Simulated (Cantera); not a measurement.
Input: 1 mol B2H6, 0.42 mol N2, at 15.0 Pa.

Equilibrium computed with Cantera from the NASA thermochemical tables; the gas is ideal and each condensed phase is pure. Candidate condensed phases: B, BN; 15 gas species. The feed counts by its element totals alone. Mutual solubility and eutectic melting of coexisting phases are not modelled. The tables' values for BH2 are old estimates; treat these amounts as uncertain. Rates play no part. All values below are at 1577 °C.

Base state: H2 0.889, N2 0.0696, H 0.0415, BH2 0.000164, B 5.96e-5 (mole fractions); condensed: B(s) + BN(s).

### Question
What changes in the equilibrium state with this change: B2H6 replaced by B2O3?

### Answer
| species | before | after |
|---|---|---|
| B2O3 | 0 | 0.689 |
| N2 | 0.0696 | 0.293 |
| BO2 | 0 | 0.00920 |
| H2 | 0.889 | 0 |
| H | 0.0415 | 0 |
| BO | 0 | 0.00856 |
| B2O2 | 0 | 0.000461 |
| BH2 | 0.000164 | 0 |
| O | 0 | 6.98e-5 |
| B | 5.96e-5 | <1e-9 |
| B(s), mol | 1.62 | 0 |
| BN(s), mol | 0.381 | 0 |
Further candidate phases: B2O3.
